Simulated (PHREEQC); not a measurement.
1 kg of water meets 20 L of dry gas (H2 0.53, N2 0.47 by moles) at fixed total pressure, at 100 atm; fugacities by Peng-Robinson. The gases take part in no redox reaction, some water evaporates into the gas, and hydrates or a liquid gas phase aren't modelled. Precipitation was switched off in this run.

Model: ion-association model, phreeqc.dat, run in PHREEQC.

```
T (°C)  dissolved H2 (mol/kgw)  φ of H2  p of H2 (atm)
------  ----------------------  -------  -------------
10                      0.0429    1.038           53.0
20                      0.0399    1.037           53.0
30                      0.0379    1.036           53.0
40                      0.0366    1.036           52.9
50                      0.0360    1.035           52.9
60                      0.0358    1.034           52.9
70                      0.0361    1.034           52.8
80                      0.0367    1.033           52.7
90                      0.0377    1.033           52.5
```

Constants without temperature data keep their 25 °C values here.
